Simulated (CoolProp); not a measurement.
A Linde-Hampson liquefier for carbon monoxide: isothermal reversible compression at 200 K from 1 atm to 25 MPa, throttling to 1 atm, return gas leaving the recuperator 0 K below the feed. Each further row changes one setting.

Values from CoolProp's reference Helmholtz-energy equation of state, Lemmon 2006. It is a short technical equation, of lower accuracy than the large ones.

```tsv
case	liquid yield per pass	compression work (kJ/kg of gas)
as stated	0.274	305
high pressure 50 MPa	0.268	353
warm-end temperature 230 K	0.196	363
warm-end gap 5 K	0.262	305
```
